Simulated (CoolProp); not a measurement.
R142b along the isotherm 78.05 °C: density (kg/m³) from the reference equation and from simpler models built on Tc = 137.1 °C, pc = 4055 kPa, ω = 0.232; each cubic takes its own stable root.

Computed with CoolProp (reference Helmholtz-energy equation of state, Lemmon 2006). It is a short technical equation, of lower accuracy than the large ones.

| p (kPa) | phase | reference |
|---|---|---|
| 19.2 | gas | 0.6626 |
| 39.5 | gas | 1.367 |
| 81.1 | gas | 2.824 |
| 167 | gas | 5.890 |
| 342 | gas | 12.40 |
| 702 | gas | 27.16 |
| 1440 | liquid | 957.7 |
| 2960 | liquid | 970.7 |
| 6080 | liquid | 992.9 |

**Question.** How far does each simpler model (van der Waals, Redlich-Kwong, Peng-Robinson) lie from the reference over these 9 states: mean and median of the absolute difference, and the worst?

**Answer.** 
- van der Waals: mean 19.5 %, median 1.4 %, worst -93.7 % at 78.05 °C and 1440 kPa
- Redlich-Kwong: mean 14.0 %, median 0.5 %, worst -93.3 % at 78.05 °C and 1440 kPa
- Peng-Robinson: mean 0.4 %, median 0.2 %, worst -2.0 % at 78.05 °C and 1440 kPa

At some of these states van der Waals, Redlich-Kwong gives the other phase, because its saturation line lies elsewhere.
